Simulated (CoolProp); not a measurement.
The numbers come from the reference Helmholtz-energy equation of state, Lemmon 2006 in CoolProp. It is a short technical equation, of lower accuracy than the large ones.

Q: For n-decane, give the phase and the expansivity (1/kK), fugacity coefficient at 504.2 K and 344 kPa; 517 K and 344 kPa; 542.6 K and 344 kPa.

A: 
- 504.2 K and 344 kPa: gas; expansivity 3.60, fugacity coefficient 0.873
- 517 K and 344 kPa: gas; expansivity 3.27, fugacity coefficient 0.885
- 542.6 K and 344 kPa: gas; expansivity 2.80, fugacity coefficient 0.904
